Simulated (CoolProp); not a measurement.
200 sccm (0 °C, 1 atm) of nitrogen bubbles through liquid p-xylene at 294.1 K and leaves saturated at a total pressure of 0.0266 MPa (ideal gas phase). Each further row changes one setting.

Computed with CoolProp (reference Helmholtz-energy equation of state, Zhou 2012).

```
case                       vapour pressure (kPa)  mole fraction of vapour  delivery (mg/min)  delivery (sccm)  change of delivery for a bath 1 K warmer (%)
-------------------------  ---------------------  -----------------------  -----------------  ---------------  --------------------------------------------
as stated                                  0.930                   0.0349         (withheld)             7.24                                    (withheld)
bath temperature 299.1 K              (withheld)               (withheld)               46.5       (withheld)                                           6.1
total pressure 0.0532 MPa                  0.930               (withheld)               16.8             3.56                                    (withheld)
```

Question: Some entries are withheld; supply them.

Answer: 
- as stated, delivery (mg/min): 34.3
- as stated, change of delivery for a bath 1 K warmer (%): 6.3
- bath temperature 299.1 K, vapour pressure (kPa): 1.24
- bath temperature 299.1 K, mole fraction of vapour: 0.0467
- bath temperature 299.1 K, delivery (sccm): 9.81
- total pressure 0.0532 MPa, mole fraction of vapour: 0.0175
- total pressure 0.0532 MPa, change of delivery for a bath 1 K warmer (%): 6.2
